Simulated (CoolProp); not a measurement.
Dodecamethylcyclohexasiloxane (D6) along the isobar 101 kPa: density (kg/m³) from the reference equation and from simpler models built on Tc = 645.8 K, pc = 961.4 kPa, ω = 0.736; each cubic takes its own stable root.

The numbers come from the reference Helmholtz-energy equation of state, Colonna 2008 in CoolProp. It is a short technical equation, of lower accuracy than the large ones.

```csv
T (K),phase,reference,van der Waals,Redlich-Kwong,Soave-Redlich-Kwong,Peng-Robinson
344.1,liquid,917.9,513.1,759.9,814.4,913.7
355,liquid,905.8,507.9,751.2,807.9,906.8
365.9,liquid,893.6,502.5,742.3,801.0,899.5
376.8,liquid,881.4,496.9,733.0,793.8,891.8
387.7,liquid,869.0,491.2,723.5,786.2,883.8
398.5,liquid,856.7,485.3,713.7,778.3,875.3
409.4,liquid,844.1,14.65,703.4,769.9,866.4
420.3,liquid,831.4,14.17,692.8,761.1,856.9
431.2,liquid,818.5,13.73,681.8,751.8,846.9
442.1,liquid,805.5,13.31,670.4,741.9,836.3
453,liquid,792.1,12.92,658.5,731.5,825.1
463.8,liquid,778.7,12.56,12.92,720.6,813.2
474.7,liquid,764.8,12.22,12.53,708.9,800.5
485.6,liquid,750.5,11.90,12.17,696.5,786.9
```

At some of these states van der Waals, Redlich-Kwong gives the other phase, because its saturation line lies elsewhere.
